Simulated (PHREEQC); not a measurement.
0.025 g of hydrous ferric oxide (600 m²/g; 0.2 weak and 0.005 strong sites per Fe, Dzombak-Morel constants, diffuse double layer) in 1 kg of water with 0.005 mol/kgw of an inert sodium salt and 0.061 mmol/kgw NiCl2, at 25 °C; the pH is set by adding NaOH or the inert anion's acid. Oxygen alone is held at its pressure in air (log pO2 = -0.68). The system is closed to CO2. No solid was allowed to form.

The series has 17 steps of pH, from 3 to 11.

Model: ion-association model, wateq4f.dat, run in PHREEQC.

Task: At which pH does the surface charge pass through zero?

Result: Near pH 10.4.

Along this series the solution becomes supersaturated in solids that the run did not let form, among them Ni(OH)2. Complexes and solids missing from the database can't appear. The oxide is taken as insoluble; below pH 4 it would dissolve.
